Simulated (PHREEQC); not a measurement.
0.012 g of hydrous ferric oxide (600 m²/g; 0.2 weak and 0.005 strong sites per Fe, Dzombak-Morel constants, diffuse double layer) in 1 kg of water with 0.05 mol/kgw of an inert sodium salt, at 25 °C; the pH is set by adding NaOH or the inert anion's acid. O2 is buffered at 0.21 atm. No CO2 enters from the air. Precipitation was switched off in this run.

Base run: PHREEQC, ion-association model, wateq4f.dat. Each further column changes one thing. The table gives surface charge σ (C/m²).

```
pH     base  background salt from 0.05 to 0.005 mol/kgw  oxide from 0.012 to 0.06 g/kgw  9.7e-06 mol/kgw Ag2SO4 added
---  ------  ------------------------------------------  ------------------------------  ----------------------------
4     0.294                                       0.182                           0.294                    (withheld)
5     0.181                                       0.090                           0.181                    (withheld)
5.5   0.130                                       0.059                           0.130                    (withheld)
6.5   0.057                                       0.023                           0.058                    (withheld)
7.5   0.017                                       0.006                           0.017                         0.017
8.5  -0.010                                  (withheld)                          -0.010                        -0.010
9    -0.026                                      -0.009                          -0.026                        -0.026
10   -0.074                                  (withheld)                          -0.074                    (withheld)
```

Q: Some entries are withheld; supply them.

A: 
- 4, 9.7e-06 mol/kgw Ag2SO4 added: 0.186
- 5, 9.7e-06 mol/kgw Ag2SO4 added: 0.137
- 5.5, 9.7e-06 mol/kgw Ag2SO4 added: 0.109
- 6.5, 9.7e-06 mol/kgw Ag2SO4 added: 0.056
- 8.5, background salt from 0.05 to 0.005 mol/kgw: -0.004
- 10, background salt from 0.05 to 0.005 mol/kgw: -0.030
- 10, 9.7e-06 mol/kgw Ag2SO4 added: -0.067
